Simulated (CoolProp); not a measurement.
Vapour-liquid equilibrium of diethyl ether (1) + n-hexane (2) at 157.35 °C; x and y are mole fractions of (1).

Values from CoolProp's multi-fluid Helmholtz-energy mixture model, Thol 2014 and Thol 2019; pair parameters Bell 2016.

```csv
x,bubble pressure (bar),y at the bubble point,dew pressure at overall composition x (bar),liquid density (mol/L)
0.05,9.317,0.098,8.992,5.956
0.125,10.24,0.222,9.504,6.011
0.2,11.13,0.326,10.06,6.067
0.275,11.98,0.415,10.68,6.125
0.35,12.82,0.495,11.35,6.184
0.425,13.65,0.567,12.08,6.245
0.5,14.48,0.633,12.88,6.307
0.575,15.31,0.695,13.75,6.371
0.65,16.15,0.754,14.70,6.436
0.725,16.99,0.810,15.73,6.503
0.8,17.86,0.864,16.84,6.570
0.875,18.74,0.916,18.04,6.638
0.95,19.65,0.967,19.34,6.706
```

No azeotrope shows between x = 0.05 and 0.95.

Pair parameters are fitted to limited data, so mixtures are less certain than the pure fluids. The gap from Raoult's law changes sign with composition, which may be real or a fault of the pair parameters; it wasn't checked against measurements.
